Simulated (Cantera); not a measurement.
A Cantera script and its output.

```python
import numpy as np
import cantera as ct

gas = ct.Solution("gri30.yaml")
gas.TPX = 700, 79000, {'CH4': 1, 'C2H6': 0.28, 'O2': 3.43, 'N2': 12.9, 'H2': 0.06}
flame = ct.FreeFlame(gas, width=0.047)
flame.set_refine_criteria(ratio=3, slope=0.08, curve=0.16)
flame.transport_model = "mixture-averaged"
flame.solve(loglevel=0, auto=True)
z, T = flame.grid, flame.T
thick = (T[-1] - T[0]) / np.gradient(T, z).max()
show = ['CH4', 'C2H6', 'O2', 'C2H', 'HCO', 'CH3']
print(f"laminar burning velocity  {flame.velocity[0] * 100:.3f} cm/s")
print(f"burnt temperature         {T[-1]:.1f} K")
print(f"thermal thickness         {thick * 1e3:.4f} mm")
print(f"grid points               {len(z)}")
z0 = z[flame.heat_release_rate.argmax()]
print(f"{'z/mm':>9s}{'T/K':>9s}{'u/(m/s)':>9s}" + "".join(f"{s:>11s}" for s in show))
rows = []
for k in (-3, -2, -1.5, -1, -0.5, -0.25, 0, 0.25, 0.5, 1, 2, 4, 8):
    zz = z0 + k * thick
    rows.append([k * thick, np.interp(zz, z, T), np.interp(zz, z, flame.velocity),
                 *(np.interp(zz, z, flame.X[gas.species_index(s)]) for s in show)])
    print(f"{rows[-1][0] * 1e3:9.3f}{rows[-1][1]:9.1f}{rows[-1][2]:9.3f}" + "".join(f"{x:11.3e}" for x in rows[-1][3:]))
```

Output:

```
laminar burning velocity  182.818 cm/s
burnt temperature         2349.6 K
thermal thickness         0.3715 mm
grid points               155
     z/mm      T/K  u/(m/s)        CH4       C2H6         O2        C2H        HCO        CH3
   -1.115    700.1    1.830  5.655e-02  1.584e-02  1.940e-01  2.057e-24  1.720e-17  2.044e-08
   -0.743    701.0    1.834  5.643e-02  1.582e-02  1.937e-01  2.630e-21  8.023e-15  2.192e-07
   -0.557    705.6    1.849  5.610e-02  1.577e-02  1.930e-01  1.342e-18  2.900e-12  1.381e-06
   -0.372    738.4    1.943  5.446e-02  1.549e-02  1.900e-01  1.185e-15  1.102e-09  1.478e-05
   -0.186   1010.1    2.697  4.296e-02  1.189e-02  1.667e-01  2.853e-11  8.758e-07  5.322e-04
   -0.093   1369.8    3.707  2.669e-02  5.329e-03  1.314e-01  1.070e-08  1.990e-05  2.417e-03
    0.000   1740.5    4.766  7.987e-03  3.890e-04  8.641e-02  4.619e-07  8.234e-05  2.272e-03
    0.093   1904.2    5.226  8.296e-04  1.927e-06  5.772e-02  3.393e-07  3.201e-05  3.153e-04
    0.186   1948.1    5.333  4.535e-05  2.540e-09  4.661e-02  1.948e-08  2.612e-06  1.777e-05
    0.372   1994.6    5.430  1.219e-07  1.863e-14  4.025e-02  2.007e-11  5.281e-08  5.187e-08
    0.743   2056.6    5.567  1.814e-11  3.993e-20  3.689e-02  1.127e-15  2.841e-08  9.006e-12
    1.486   2134.0    5.747  6.065e-17  2.561e-27  3.437e-02  7.665e-22  1.606e-08  3.970e-16
    2.972   2215.7    5.934  1.716e-17  7.817e-30  3.178e-02  1.576e-23  7.482e-09  1.373e-16
```

Cantera simulation using GRI-Mech 3.0 (53 species, 325 reactions); the numbers are that mechanism's predictions, not measurements. Burning velocities carry a grid error of a few per cent, more on coarse grids.
